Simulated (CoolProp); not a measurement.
Vapour-liquid equilibrium of CHF3 (R23) (1) + propylene (2) at 174 kPa; x and y are mole fractions of (1).

Values from CoolProp's multi-fluid Helmholtz-energy mixture model, Penoncello 2003 and Lemmon 2013; pair parameters Bell 2016.

Give the bubble temperature and the first vapour's composition at x = 0.35, 0.65, 0.8. Is there an azeotrope?

x = 0.35: 205.6 K, y = 0.830; x = 0.65: 202.7 K, y = 0.876; x = 0.8: 201.9 K, y = 0.901. No azeotrope shows between x = 0.05 and 0.95.

Pair parameters are fitted to limited data, so mixtures are less certain than the pure fluids. With so large a gap from Raoult's law the liquid may split in two, which this calculation doesn't test in full.
